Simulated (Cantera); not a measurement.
A perfectly stirred reactor is fed with CO : H2 : CH4 : O2 : N2 = 1 : 0.059 : 0.081 : 0.854 : 3.21 (molar parts), at 315 Torr; it is adiabatic with a 473 K inlet, and is followed from long to short residence time, starting on the burning branch (τ in s: 0.088, 0.048, 0.026, 0.015, 0.008, 0.0044, 0.0024, 0.0013, 0.00073, 0.0004, 0.00022, 0.00012, 6.7e-05).

Computed with Cantera and GRI-Mech 3.0 (53 species, 325 reactions).

Q: Predict: blow-out, bracketed by the residence times tried; x(CO) at τ = 88.0 ms; x(H2) at τ = 88.0 ms; x(CH4) at τ = 88.0 ms; x(CO2) at τ = 88.0 ms; x(CO) at τ = 2.40 ms; x(H2) at τ = 2.40 ms; x(CH4) at τ = 2.40 ms; x(CO2) at τ = 2.40 ms.

A: 
| Quantity | Result |
|---|---|
| blow-out, bracketed by the residence times tried | burning at 0.400 ms, out at 0.220 ms |
| x(CO) at τ = 88.0 ms | 0.0268 |
| x(H2) at τ = 88.0 ms | 0.00107 |
| x(CH4) at τ = 88.0 ms | 8.37e-7 |
| x(CO2) at τ = 88.0 ms | 0.201 |
| x(CO) at τ = 2.40 ms | 0.0639 |
| x(H2) at τ = 2.40 ms | 0.00333 |
| x(CH4) at τ = 2.40 ms | 1.38e-5 |
| x(CO2) at τ = 2.40 ms | 0.156 |
